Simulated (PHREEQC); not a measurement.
Solution (64 °C): 0.00315 mol HF per kg of water. Closed to the air; pH follows from the charge balance.

Equilibrium calculation in PHREEQC: ion-association model, phreeqc.dat.

```
Item                             Value
--------------------  ----------------
pH                                3.07
ionic strength        0.000878 mol/kgw
specific conductance         701 µS/cm
total alkalinity          -3.15 meq/kg
```

```
species  molality  activity   log γ
-------  --------  --------  ------
HF        0.00226   0.00226   0.000
H+       0.000878  0.000848  -0.015
F-       0.000870  0.000839  -0.016
HF2-      8.65e-6   8.34e-6  -0.016
```

Precipitation was switched off in this run. Constants without temperature data keep their 25 °C values here.
